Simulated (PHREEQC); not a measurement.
Consider water at 30 °C with 0.0023 mol HF, 0.0016 mol H2SiF6 and 0.027 mol HNO3 per kg of water. Closed to the air; pH follows from the charge balance.

All values are PHREEQC results (ion-association model, wateq4f.dat), not measurements.

```
quantity                    before     after
------------------------  --------  --------
pH                            1.59      1.84
ionic strength (mol/kgw)    0.0305    0.0173
HF (mol/kgw)               0.00498   0.00441
H4SiO4 (mol/kgw)          0.000489  0.000402
F- (mol/kgw)              0.000141  0.000214
H2F2 (mol/kgw)             5.42e-5   4.24e-5
SI of Chalcedony (SiO2)      +0.19     +0.10
```

**Question.** Which change was made?
A. H2SiF6 from 0.0016 to 0.00016 mol/kgw
B. diluted 100-fold with water
C. HF from 0.0023 to 0.00046 mol/kgw
D. H2SiF6 from 0.0016 to 0.016 mol/kgw
E. HNO3 from 0.027 to 0.0135 mol/kgw

**Answer.** E, HNO3 from 0.027 to 0.0135 mol/kgw

No solid was allowed to form. Some of these states are supersaturated (in Quartz (slow to form), Chalcedony (slow to form), for instance). SiF6-2 is the database's only silicon fluoride.
